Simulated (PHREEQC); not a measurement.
Consider water at 25 °C with 0.05 mol TMAH, 0.0082 mol Na2SiO3 and 0.13 mol Na2CO3 per kg of water. Closed to the air; pH follows from the charge balance.

The numbers come from PHREEQC with the ion-association model, phreeqc.dat.

This is a speciation only: nothing precipitates in the calculation.

What pH does the model give?

pH 12.56.

In which forms is Na present?

Na+ 76 %, NaCO3- 24 % of the Na.

(CH3)4N+ isn't in the database: it is added as a free cation with an ion size of 4 Å.
